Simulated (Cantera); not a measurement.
## Thermodynamics of tantalum, niobium, vanadium and zirconium in process gases, feed V + NH3 + N2 + H2O

Input: 1 mol V, 1.9 mol NH3, 1 mol N2, 13 mol H2O, at 925 K and 1.90 mbar.

Method: chemical equilibrium by Gibbs-energy minimisation in Cantera with the NASA 1993 tables (ideal gas, pure condensed phases). Candidate condensed phases: H2O, V, VN, VO, V2O3, V2O4, V2O5; 28 gas species. Condensed phases not in the tables: the oxides between V2O3 and V2O5 other than VO2. The numbers say what is thermodynamically allowed, not how fast it happens.

```
Quantity                                Value
----------------------------------  ---------
x(H2O)                                  0.646
x(H2)                                   0.244
x(N2)                                   0.110
n(V2O3(s))                          0.500 mol
gas amount                          17.80 mol
log10 activity of V2O5(s) (absent)     -11.55
log10 activity of V(s) (absent)        -11.64
```
